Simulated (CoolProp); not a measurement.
A single-stage vapour-compression cycle with propylene: evaporating at 221.15 K (dew point), condensing at 266.15 K (bubble point), superheat 8 K, subcooling 8 K, compressor efficiency 0.75, no pressure losses. Each further row changes one setting.

Model: reference Helmholtz-energy equation of state, Lemmon 2013, in CoolProp.

```csv
case,cooling COP,pressure ratio,discharge temperature (K),refrigerating effect (kJ/kg),volumetric capacity (kJ/m³)
as stated,3.23,5.70,314.2,371,696
evaporating temperature 226.15 K,3.79,4.52,308.3,376,876
condensing temperature 261.15 K,3.71,4.85,306.1,382,718
subcooling 13 K,3.33,5.70,314.2,382,718
superheat 18 K,3.20,5.70,325.2,384,688
compressor efficiency 0.65,2.80,5.70,324.6,371,696
```
